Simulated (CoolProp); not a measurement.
Saturation properties of nitrogen (Tc = -147.0 °C, pc = 33.96 bar, ω = 0.037).

The numbers come from the reference Helmholtz-energy equation of state, Span 2000 in CoolProp.

```csv
T (°C),p (bar),enthalpy of vaporisation (kJ/kg),liquid viscosity (µPa s)
-182.45,3.825,179.3,101
-178.55,5.241,172.2,89.1
-174.75,6.953,164.5,79.4
-170.95,9.036,155.9,71.0
-167.15,11.53,146.1,63.4
-163.35,14.49,135.0,56.3
-159.45,18.05,121.4,49.5
-155.65,22.10,105.3,42.9
```

It boils at -195.8 °C under 1 atm.

Viscosity comes from a separate model (Lemmon 2004).
